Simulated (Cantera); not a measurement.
A Cantera script and what it prints.

```python
import numpy as np
import cantera as ct

gas_names = """
    CL CL2 H HCL H2 Si SiCL SiCL2 SiCL3 SiCL4 SiH SiHCL3 SiH2 SiH2CL2 SiH3 SiH3CL SiH4 Si2 Si3
""".split()
cond_names = """
    Si(cr) Si(L)
""".split()


# ... load() reads the species with a 1 bar reference pressure and builds the phases ...
atoms = {
    'Si': {'Si': 1},
    'Cl2': {'CL': 2},
    'H2': {'H': 2},
}
top_T = {}  # K; cautious upper limits of use, not melting points


# ... equilibrate(T, P, feed) seeds the gas with the atoms and calls Mixture.equilibrate('TP', solver="vcs", rtol=1e-11, max_steps=5000) ...
results = []
T = 1575  # K
P = 10000  # Pa
for m in [0.5, 0.59, 0.68, 0.8, 0.94, 1.1, 1.3, 1.5, 1.8, 2.1, 2.4]:
    feed = {'Si': 1, 'Cl2': m, 'H2': 13}  # mol
    mix = equilibrate(T, P, feed)
    results.append((T, P, feed, dict(zip(mix.species_names, mix.species_moles))))
    x = sorted(zip(gas.X, gas.species_names), reverse=True)
    print(f"T = {T:g} K  P = {P:g} Pa  n(Cl2) = {m:g} mol  gas = {mix.phase_moles(0):.4g} mol")
    print("   x: " + "  ".join(f"{s} {v:.3e}" for v, s in x if v > 1e-06))
    print("   condensed (mol): " + ("  ".join(f"{mix.phase(i).name} {mix.phase_moles(i):.4g}"
          for i in range(1, mix.n_phases) if mix.phase_moles(i) > 1e-12) or "none"))
```

Output:

```
T = 1575 K  P = 10000 Pa  n(Cl2) = 0.5 mol  gas = 13.5 mol
   x: H2 9.366e-01  HCL 5.281e-02  SiCL2 1.010e-02  SiCL3 2.743e-04  H 1.272e-04  SiHCL3 4.614e-05  SiCL4 1.950e-05  SiH2CL2 1.802e-05  CL 5.697e-06  SiCL 3.934e-06  SiH2 3.518e-06  SiH3CL 2.095e-06
   condensed (mol): Si(cr) 0.8588
T = 1575 K  P = 10000 Pa  n(Cl2) = 0.59 mol  gas = 13.59 mol
   x: H2 9.270e-01  HCL 5.943e-02  SiCL2 1.292e-02  SiCL3 3.971e-04  H 1.265e-04  SiHCL3 6.646e-05  SiCL4 3.194e-05  SiH2CL2 2.283e-05  CL 6.445e-06  SiCL 4.450e-06  SiH2 3.482e-06  SiH3CL 2.333e-06
   condensed (mol): Si(cr) 0.8173
T = 1575 K  P = 10000 Pa  n(Cl2) = 0.68 mol  gas = 13.67 mol
   x: H2 9.177e-01  HCL 6.555e-02  SiCL2 1.587e-02  SiCL3 5.408e-04  H 1.259e-04  SiHCL3 9.006e-05  SiCL4 4.821e-05  SiH2CL2 2.777e-05  CL 7.144e-06  SiCL 4.933e-06  SiH2 3.447e-06  SiH3CL 2.547e-06
   condensed (mol): Si(cr) 0.7731
T = 1575 K  P = 10000 Pa  n(Cl2) = 0.8 mol  gas = 13.79 mol
   x: H2 9.059e-01  HCL 7.303e-02  SiCL2 1.996e-02  SiCL3 7.625e-04  SiHCL3 1.262e-04  H 1.251e-04  SiCL4 7.623e-05  SiH2CL2 3.447e-05  CL 8.011e-06  SiCL 5.532e-06  SiH2 3.403e-06  SiH3CL 2.801e-06
   condensed (mol): Si(cr) 0.7107
T = 1575 K  P = 10000 Pa  n(Cl2) = 0.94 mol  gas = 13.93 mol
   x: H2 8.926e-01  HCL 8.093e-02  SiCL2 2.488e-02  SiCL3 1.061e-03  SiHCL3 1.743e-04  H 1.242e-04  SiCL4 1.184e-04  SiH2CL2 4.233e-05  CL 8.944e-06  SiCL 6.176e-06  SiH2 3.353e-06  SiH3CL 3.059e-06
   condensed (mol): Si(cr) 0.6338
T = 1575 K  P = 10000 Pa  n(Cl2) = 1.1 mol  gas = 14.08 mol
   x: H2 8.783e-01  HCL 8.906e-02  SiCL2 3.062e-02  SiCL3 1.449e-03  SiHCL3 2.361e-04  SiCL4 1.794e-04  H 1.232e-04  SiH2CL2 5.127e-05  CL 9.923e-06  SiCL 6.851e-06  SiH3CL 3.312e-06  SiH2 3.299e-06
   condensed (mol): Si(cr) 0.5415
T = 1575 K  P = 10000 Pa  n(Cl2) = 1.3 mol  gas = 14.28 mol
   x: H2 8.612e-01  HCL 9.811e-02  SiCL2 3.790e-02  SiCL3 1.995e-03  SiHCL3 3.218e-04  SiCL4 2.748e-04  H 1.220e-04  SiH2CL2 6.221e-05  CL 1.104e-05  SiCL 7.622e-06  SiH3CL 3.578e-06  SiH2 3.235e-06
   condensed (mol): Si(cr) 0.4208
T = 1575 K  P = 10000 Pa  n(Cl2) = 1.5 mol  gas = 14.47 mol
   x: H2 8.450e-01  HCL 1.061e-01  SiCL2 4.521e-02  SiCL3 2.599e-03  SiHCL3 4.153e-04  SiCL4 3.910e-04  H 1.208e-04  SiH2CL2 7.282e-05  CL 1.206e-05  SiCL 8.325e-06  SiH3CL 3.798e-06  SiH2 3.174e-06
   condensed (mol): Si(cr) 0.2953
T = 1575 K  P = 10000 Pa  n(Cl2) = 1.8 mol  gas = 14.76 mol
   x: H2 8.222e-01  HCL 1.167e-01  SiCL2 5.611e-02  SiCL3 3.594e-03  SiCL4 6.024e-04  SiHCL3 5.665e-04  H 1.192e-04  SiH2CL2 8.795e-05  CL 1.343e-05  SiCL 9.274e-06  SiH3CL 4.062e-06  SiH2 3.089e-06
   condensed (mol): Si(cr) 0.1002
T = 1575 K  P = 10000 Pa  n(Cl2) = 2.1 mol  gas = 15.04 mol
   x: H2 7.944e-01  HCL 1.390e-01  SiCL2 6.005e-02  SiCL3 4.663e-03  SiCL4 9.476e-04  SiHCL3 7.225e-04  H 1.171e-04  SiH2CL2 9.093e-05  CL 1.628e-05  SiCL 8.187e-06  SiH3CL 3.405e-06  SiH2 2.173e-06
   condensed (mol): none
T = 1575 K  P = 10000 Pa  n(Cl2) = 2.4 mol  gas = 15.32 mol
   x: H2 7.613e-01  HCL 1.733e-01  SiCL2 5.720e-02  SiCL3 5.657e-03  SiCL4 1.464e-03  SiHCL3 8.580e-04  H 1.147e-04  SiH2CL2 8.300e-05  CL 2.074e-05  SiCL 6.123e-06  SiH3CL 2.389e-06  SiH2 1.223e-06
   condensed (mol): none
```

Equilibrium computed with Cantera from the NASA thermochemical tables; the gas is ideal and each condensed phase is pure. The tables' values for SiCl3 are old estimates; treat these amounts as uncertain.
